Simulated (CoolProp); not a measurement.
Properties of CHF3 (R23) along the isotherm 0.05 °C.

Values from CoolProp's reference Helmholtz-energy equation of state, Penoncello 2003.

| p (MPa) | phase | Z | isothermal compressibility (1/MPa) | expansivity (1/kK) | viscosity (µPa s) | Prandtl number |
|---|---|---|---|---|---|---|
| 0.518 | gas | 0.9446 | 2.049 | 4.452 | 13.7 | 0.807 |
| 1.04 | gas | 0.8831 | 1.102 | 5.601 | 13.9 | 0.859 |
| 1.55 | gas | 0.8153 | 0.8204 | 7.368 | 14.1 | 0.950 |
| 2.07 | gas | 0.7335 | 0.7222 | 10.70 | 14.4 | 1.13 |
| 2.59 | liquid | 0.07702 | 0.01879 | 8.690 | 92.8 | 2.17 |
| 3.11 | liquid | 0.09163 | 0.01684 | 8.050 | 95.0 | 2.13 |
| 3.62 | liquid | 0.1058 | 0.01533 | 7.542 | 97.0 | 2.09 |
| 4.14 | liquid | 0.1201 | 0.01407 | 7.113 | 98.9 | 2.06 |
| 4.66 | liquid | 0.1342 | 0.01303 | 6.749 | 101 | 2.03 |
| 5.18 | liquid | 0.1482 | 0.01214 | 6.436 | 102 | 2.01 |
| 5.69 | liquid | 0.1618 | 0.01140 | 6.168 | 104 | 2.00 |
| 6.21 | liquid | 0.1756 | 0.01073 | 5.927 | 106 | 1.98 |
| 6.73 | liquid | 0.1893 | 0.01015 | 5.712 | 107 | 1.97 |
| 7.25 | liquid | 0.2028 | 0.009638 | 5.519 | 109 | 1.96 |

Viscosity comes from a separate model (Shan 2000). Thermal conductivity comes from a separate model (Shan 2000).
